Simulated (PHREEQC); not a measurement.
Dissolve 20 mmol/kgw LiOH, 0.028 mmol/kgw CO2 and 180 mmol/kgw Na2CO3 at 25 °C. Closed to the air; pH follows from the charge balance.

All values are PHREEQC results (ion-association model, phreeqc.dat), not measurements.

This is a speciation only: nothing precipitates in the calculation.

Question: Order these C species by the share of C that they hold, largest first: NaCO3-, CO3-2, HCO3-.

Answer: NaCO3- (55 %), CO3-2 (45 %), HCO3- (0.26 %)

The pH is 12.13 and the ionic strength 0.362 mol/kgw.
